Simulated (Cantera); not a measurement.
Cantera run:

```python
import numpy as np
import cantera as ct

gas_names = """
    B BH BH2 BH3 B2 H H2
""".split()
cond_names = """
    B(b) B(L)
""".split()


# ... load() reads the species with a 1 bar reference pressure and builds the phases ...
atoms = {
    'B': {'B': 1},
    'H2': {'H': 2},
}
top_T = {}  # K; cautious upper limits of use, not melting points


# ... equilibrate(T, P, feed) seeds the gas with the atoms and calls Mixture.equilibrate('TP', solver="vcs", rtol=1e-11, max_steps=5000) ...
results = []
feed = {'B': 1, 'H2': 7}  # mol
T = 1148  # K
P = 1000  # Pa
mix = equilibrate(T, P, feed)
results.append((T, P, feed, dict(zip(mix.species_names, mix.species_moles))))
print(gas.report(threshold=0.0001))
for i in range(1, mix.n_phases):
    print(f"{mix.phase(i).name:16s} {mix.phase_moles(i):12.5e} mol")
```

Output:

```
       temperature   1148 K
          pressure   1000 Pa
           density   0.00021121 kg/m^3
  mean mol. weight   2.016 kg/kmol
   phase of matter   gas

                          1 kg             1 kmol
                     ---------------   ---------------
          enthalpy        1.2501e+07        2.5202e+07  J
   internal energy        7.7666e+06        1.5657e+07  J
           entropy        1.0354e+05        2.0874e+05  J/K
    Gibbs function       -1.0636e+08       -2.1443e+08  J
 heat capacity c_p             15305             30855  J/K
 heat capacity c_v             11181             22540  J/K

                      mass frac. Y      mole frac. X     chem. pot. / RT
                     ---------------   ---------------   ---------------
                H2                 1                 1           -22.465
     [   +6 minor]        1.3323e-06        8.6438e-07

B(b)              9.99999e-01 mol
```

Cantera equilibrium calculation (NASA polynomials, part measured and part estimated; ideal gas, pure solids and liquids).
